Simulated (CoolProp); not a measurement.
Model: reference Helmholtz-energy equation of state, Lemmon 2006, in CoolProp. It is a short technical equation, of lower accuracy than the large ones.

For hydrogen sulfide, give the phase and the cp (kJ/(kg K)), cv (kJ/(kg K)), expansivity (1/kK), fugacity coefficient at 252.35 °C and 17.5 MPa.


- 252.35 °C and 17.5 MPa: supercritical; cp 1.68, cv 0.952, expansivity 4.00, fugacity coefficient 0.819
